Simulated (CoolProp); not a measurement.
Cyclopropane along the isobar 0.727 MPa: fugacity coefficient from the reference equation and from simpler models built on Tc = 398.7 K, pc = 5.605 MPa, ω = 0.131; each cubic takes its own stable root.

The numbers come from the reference Helmholtz-energy equation of state, Polt 1992 in CoolProp. This equation is an older, rougher fit.

```
T (K)  phase  reference  van der Waals  Soave-Redlich-Kwong
-----  -----  ---------  -------------  -------------------
397.7    gas     0.9554         0.9614               0.9558
404.5    gas     0.9576         0.9629               0.9581
411.4    gas     0.9598         0.9644               0.9603
418.2    gas     0.9617         0.9658               0.9623
425.1    gas     0.9635         0.9672               0.9642
431.9    gas     0.9652         0.9684               0.9660
438.8    gas     0.9668         0.9697               0.9677
445.6    gas     0.9682         0.9708               0.9693
452.5    gas     0.9696         0.9719               0.9709
459.3    gas     0.9708         0.9729               0.9723
466.2    gas     0.9720         0.9739               0.9737
473      gas     0.9731         0.9749               0.9749
```
